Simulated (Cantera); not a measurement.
Cantera run:

```python
import numpy as np
import cantera as ct

gas_names = """
    CL CL2 H HCL H2 Si SiCL SiCL2 SiCL3 SiCL4 SiH SiHCL3 SiH2 SiH2CL2 SiH3 SiH3CL SiH4 Si2 Si3
""".split()
cond_names = """
    Si(cr) Si(L)
""".split()


# ... load() reads the species with a 1 bar reference pressure and builds the phases ...
atoms = {
    'Si3H8': {'Si': 3, 'H': 8},
    'Cl2': {'CL': 2},
    'H2': {'H': 2},
}
top_T = {}  # K; cautious upper limits of use, not melting points


# ... equilibrate(T, P, feed) seeds the gas with the atoms and calls Mixture.equilibrate('TP', solver="vcs", rtol=1e-11, max_steps=5000) ...
results = []
feed = {'Si3H8': 1, 'Cl2': 0.021, 'H2': 650}  # mol
T = 850  # K
P = 1000  # Pa
mix = equilibrate(T, P, feed)
results.append((T, P, feed, dict(zip(mix.species_names, mix.species_moles))))
print(gas.report(threshold=1e-05))
for i in range(1, mix.n_phases):
    print(f"{mix.phase(i).name:16s} {mix.phase_moles(i):12.5e} mol")
```

It prints:

```
       temperature   850 K
          pressure   1000 Pa
           density   0.00028557 kg/m^3
  mean mol. weight   2.0182 kg/kmol
   phase of matter   gas

                          1 kg             1 kmol
                     ---------------   ---------------
          enthalpy        8.0155e+06        1.6177e+07  J
   internal energy        4.5137e+06        9.1097e+06  J
           entropy             98927        1.9966e+05  J/K
    Gibbs function       -7.6073e+07       -1.5353e+08  J
 heat capacity c_p             14763             29795  J/K
 heat capacity c_v             10643             21480  J/K

                      mass frac. Y      mole frac. X     chem. pot. / RT
                     ---------------   ---------------   ---------------
               HCL         0.0011585        6.4134e-05           -51.205
                H2           0.99884           0.99994           -21.722
     [  +17 minor]        2.1605e-06         4.557e-08

Si(cr)            2.99997e+00 mol
```

These are equilibrium values from Cantera (NASA tables, ideal gas, pure condensed phases), not measurements of a reactor. The feed counts by its element totals alone.
